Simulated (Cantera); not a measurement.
# Thermodynamics of titanium nitride, carbide and oxide coatings, feed TiCl₄ + H₂O + N₂

Input: 1 mol TiCl₄, a varied amount of H₂O, 1.9 mol N₂, at 1050 K and 1000 Pa.

Equilibrium computed with Cantera from the NASA thermochemical tables; the gas is ideal and each condensed phase is pure. Candidate condensed phases: H₂O, NH₄Cl, Ti, TiCl₂, TiCl₃, TiCl₄, TiN, TiO, TiO₂, Ti₂O₃, Ti₃O₅, Ti₄O₇; 38 gas species. Condensed phases not in the tables: TiOCl. The numbers say what is thermodynamically allowed, not how fast it happens.

```
n(H₂O) (mol)  log p HCl  log p N₂  log p TiCl₄  log p H₂O  log p TiCl₃  n TiO₂(rutile)
------------  ---------  --------  -----------  ---------  -----------  --------------
0.13              -3.08     -2.21        -2.52      -8.42        -6.39          0.0650
0.17              -2.97     -2.22        -2.54      -8.19        -6.40          0.0850
0.22              -2.87     -2.23        -2.56      -7.98        -6.42           0.110
0.3               -2.75     -2.25        -2.60      -7.72        -6.44           0.150
0.39              -2.65     -2.26        -2.64      -7.51        -6.47           0.195
0.52              -2.55     -2.29        -2.70      -7.28        -6.51           0.260
0.68              -2.46     -2.31        -2.77      -7.06        -6.56           0.340
0.9               -2.37     -2.35        -2.89      -6.83        -6.65           0.450
1.2               -2.29     -2.39        -3.07      -6.58        -6.80           0.600
1.6               -2.22     -2.45        -3.42      -6.26        -7.13           0.800
2.1               -2.18     -2.50        -8.20      -3.78       -11.88           1.000
2.7               -2.22     -2.54        -9.98      -2.97       -13.63            1.00
3.6               -2.27     -2.60       -10.81      -2.67         <-14            1.00
```
log p: log10 of the partial pressure in bar; n: condensed amount in mol.

From 0.13 mol H₂O to 3.6 mol H₂O the condensed part is TiO₂(rutile).
